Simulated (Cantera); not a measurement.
Feed: 1 mol C2H6, 0.03 mol H2O, equilibrated at 2823.15 K and 0.100 bar.

These are equilibrium values from Cantera (NASA tables, ideal gas, pure condensed phases), not measurements of a reactor. Candidate condensed phases: C, C6H6, C7H8, C8H18, H2O; 110 gas species. Equilibrium is a limit: real reactors are often held back by kinetics, nucleation or transport.

Base state: H2 0.724, H 0.239, C2H2 (acetylene) 0.0261, CO 0.00862, C2H 0.00113, C3 0.000419, C4H2 0.000391, C 8.47e-5 (mole fractions); condensed: C(graphite).

Question: What changes in the equilibrium state with this change: temperature from 2823.15 K to 1498.15 K?

Answer: 
| species | before | after |
|---|---|---|
| H2 | 0.724 | 0.990 |
| CO | 0.00862 | 0.00980 |
| CH4 | 5.00e-6 | 0.000254 |
| H | 0.239 | 5.42e-5 |
| C2H2 (acetylene) | 0.0261 | 8.74e-6 |
| C2H | 0.00113 | <1e-9 |
| C3 | 0.000419 | <1e-9 |
| C4H2 | 0.000391 | <1e-9 |
| C | 8.47e-5 | <1e-9 |
| C2H2 (vinylidene) | 5.33e-5 | <1e-9 |
| C(graphite), mol | 1.77 | 1.97 |

Question: What changes in the equilibrium state with this change: temperature from 2823.15 K to 1875 K?

Answer: 
| species | before | after |
|---|---|---|
| H2 | 0.724 | 0.988 |
| CO | 0.00862 | 0.00979 |
| H | 0.239 | 0.00206 |
| C2H2 (acetylene) | 0.0261 | 0.000313 |
| C3 | 0.000419 | <1e-9 |
| C2H | 0.00113 | 7.76e-9 |
| C | 8.47e-5 | <1e-9 |
| C2 | 4.11e-5 | <1e-9 |
| C(graphite), mol | 1.77 | 1.97 |

Question: What changes in the equilibrium state with this change: H2O from 0.03 to 0.21 mol?

Answer: 
```json
[
 {"species": "H2", "before": "0.724", "after": "0.687"},
 {"species": "H", "before": "0.239", "after": "0.232"},
 {"species": "CO", "before": "0.00862", "after": "0.0542"},
 {"species": "C2H2 (acetylene)", "before": "0.0261", "after": "0.0247"},
 {"species": "CH3", "before": "2.74e-5", "after": "2.52e-5"},
 {"species": "C2H2 (vinylidene)", "before": "5.33e-5", "after": "5.05e-5"},
 {"species": "C4H2", "before": "0.000391", "after": "0.000371"},
 {"species": "CH2", "before": "2.03e-5", "after": "1.92e-5"},
 {"species": "C(graphite), mol", "before": "1.77", "after": "1.58"}
]
```
